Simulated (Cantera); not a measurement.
A perfectly stirred reactor is fed with 4.56 % CH4, 94.9 % H2, 0.503 % CO2, at 20.0 Torr; it is held at 2400 K, and followed from long to short residence time.

Cantera simulation using GRI-Mech 3.0 (53 species, 325 reactions); the numbers are that mechanism's predictions, not measurements. GRI-Mech 3.0 stops at C3 and has no aromatics, soot or wall deposition, so with more carbon than oxygen in the feed, carbon stays in small species such as C2H2 where larger ones or solid carbon would form. Radical loss at walls, strong at low pressure, is not modelled.

Q: Predict: x(CH4) at τ = 29.0 s; x(H2) at τ = 29.0 s; x(CO2) at τ = 29.0 s; x(CH4) at τ = 77.0 ms; x(H2) at τ = 77.0 ms; x(CO2) at τ = 77.0 ms; x(O) at τ = 77.0 ms; x(C2H6) at τ = 77.0 ms.

A: 
```json
{
  "x(CH4) at τ = 29.0 s": "1.01e-5",
  "x(H2) at τ = 29.0 s": "0.881",
  "x(CO2) at τ = 29.0 s": "1.90e-8",
  "x(CH4) at τ = 77.0 ms": "0.000826",
  "x(H2) at τ = 77.0 ms": "0.930",
  "x(CO2) at τ = 77.0 ms": "1.70e-5",
  "x(O) at τ = 77.0 ms": "1.64e-7",
  "x(C2H6) at τ = 77.0 ms": "1.14e-8"
}
```
